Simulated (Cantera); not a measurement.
Input (Python, Cantera):

```python
import numpy as np
import cantera as ct

gas = ct.Solution("gri30.yaml")
gas.TPX = 1423, 1100000, {'H2': 1, 'O2': 0.208, 'N2': 0.783, 'H2O': 0.17}
reactor = ct.IdealGasReactor(gas, energy="on", clone=False)
net = ct.ReactorNet([reactor])
net.rtol, net.atol = 1e-08, 1e-16
show = ['H2', 'O2', 'H2O', 'HO2', 'OH']
times = np.geomspace(3e-06, 0.1, 14)

steps = ct.SolutionArray(gas, extra=["t"])
rows = []
print(f"{'t/s':>10s}{'T/K':>9s}{'P/Pa':>11s}" + "".join(f"{s:>11s}" for s in show))
for t in times:
    while net.time < t:
        t_next = net.step()
        steps.append(gas.state, t=t_next)
    rows.append([np.interp(t, steps.t, y) for y in (steps.T, steps.P, *steps(*show).X.T)])
    print(f"{t:10.3e}{rows[-1][0]:9.1f}{rows[-1][1]:11.4g}" + "".join(f"{x:11.3e}" for x in rows[-1][2:]))
rate = np.gradient(steps.T, steps.t)
print("integrator steps:", len(steps.t))
if steps.T.max() > steps.T[0] + 200:
    print(f"time of steepest temperature rise: {steps.t[rate.argmax()]:.4e} s")
gas.TPX = 1423, 1100000, {'H2': 1, 'O2': 0.208, 'N2': 0.783, 'H2O': 0.17}
gas.equilibrate("UV")
print(f"equilibrium (UV): T = {gas.T:.1f} K  " + "  ".join(f"{s} {gas[s].X[0]:.3e}" for s in show))
```

Output:

```
       t/s      T/K       P/Pa         H2         O2        H2O        HO2         OH
 3.000e-06   1502.7  1.156e+06  4.507e-01  8.979e-02  9.093e-02  5.819e-04  3.412e-04
 6.684e-06   2894.2  2.042e+06  2.913e-01  5.653e-05  2.924e-01  2.843e-07  4.458e-03
 1.489e-05   2900.6  2.045e+06  2.917e-01  5.010e-05  2.927e-01  2.452e-07  4.256e-03
 3.318e-05   2900.2  2.045e+06  2.918e-01  4.991e-05  2.927e-01  2.443e-07  4.247e-03
 7.392e-05   2899.3  2.045e+06  2.919e-01  4.955e-05  2.926e-01  2.425e-07  4.231e-03
 1.647e-04   2898.3  2.044e+06  2.920e-01  4.911e-05  2.924e-01  2.404e-07  4.211e-03
 3.669e-04   2897.9  2.044e+06  2.921e-01  4.894e-05  2.924e-01  2.395e-07  4.203e-03
 8.176e-04   2897.9  2.044e+06  2.921e-01  4.893e-05  2.924e-01  2.395e-07  4.203e-03
 1.822e-03   2897.9  2.044e+06  2.921e-01  4.893e-05  2.924e-01  2.395e-07  4.203e-03
 4.058e-03   2897.9  2.044e+06  2.921e-01  4.893e-05  2.924e-01  2.395e-07  4.203e-03
 9.042e-03   2897.9  2.044e+06  2.921e-01  4.893e-05  2.924e-01  2.395e-07  4.203e-03
 2.015e-02   2897.9  2.044e+06  2.921e-01  4.893e-05  2.924e-01  2.395e-07  4.203e-03
 4.488e-02   2897.9  2.044e+06  2.921e-01  4.893e-05  2.924e-01  2.395e-07  4.203e-03
 1.000e-01   2897.9  2.044e+06  2.921e-01  4.893e-05  2.924e-01  2.395e-07  4.203e-03
integrator steps: 1138
time of steepest temperature rise: 3.3576e-06 s
equilibrium (UV): T = 2897.9 K  H2 2.921e-01  O2 4.893e-05  H2O 2.924e-01  HO2 2.395e-07  OH 4.203e-03
```

Cantera simulation using GRI-Mech 3.0 (53 species, 325 reactions); the numbers are that mechanism's predictions, not measurements. The hydrogen kinetics of GRI-Mech 3.0 are dated; newer H2 mechanisms differ, most at raised pressure.
